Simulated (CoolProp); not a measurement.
Properties of octamethylcyclotetrasiloxane (D4) along the isobar 634 kPa.

Model: reference Helmholtz-energy equation of state, Thol 2015, in CoolProp.

```tsv
T (°C)	phase	density (kg/m³)	isothermal compressibility (1/MPa)	expansivity (1/kK)	fugacity coefficient
244.65	liquid	656.7	0.02273	3.057	0.5804
255.95	liquid	632.6	0.03106	3.607	0.6819
267.35	gas	59.36	2.547	6.592	0.7764
278.75	gas	55.47	2.330	5.407	0.7943
290.05	gas	52.42	2.191	4.645	0.8101
301.45	gas	49.88	2.091	4.100	0.8244
312.75	gas	47.74	2.017	3.694	0.8373
324.15	gas	45.86	1.958	3.373	0.8492
335.45	gas	44.21	1.912	3.116	0.8599
346.85	gas	42.72	1.873	2.902	0.8698
```
